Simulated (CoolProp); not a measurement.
Vapour-liquid equilibrium of hydrogen sulfide (1) + isobutane (2) at 22.65 °C; x and y are mole fractions of (1).

Model: multi-fluid Helmholtz-energy mixture model, Lemmon 2006 and Bücker 2006; pair parameters Kunz 2012, in CoolProp.

Question: Give the bubble pressure and the first vapour's composition at x = 0.05, 0.65, 0.95. Is there an azeotrope?

Answer: x = 0.05: 0.4405 MPa, y = 0.271; x = 0.65: 1.483 MPa, y = 0.872; x = 0.95: 1.841 MPa, y = 0.977. No azeotrope shows between x = 0.05 and 0.95.

The pair parameters rest on a limited set of measurements; away from them the model extrapolates.
